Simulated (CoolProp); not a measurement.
A Linde-Hampson liquefier for ethylene: isothermal reversible compression at 320 K from 1 atm to 30 MPa, throttling to 1 atm, return gas leaving the recuperator 5 K below the feed. Each further row changes one setting.

Model: reference Helmholtz-energy equation of state, Smukala 2000, in CoolProp.

| case | liquid yield per pass | compression work (kJ/kg of gas) |
|---|---|---|
| as stated | 0.422 | 444 |
| high pressure 60 MPa | 0.403 | 513 |
| warm-end temperature 350 K | 0.350 | 512 |
| warm-end gap 10 K | 0.416 | 444 |
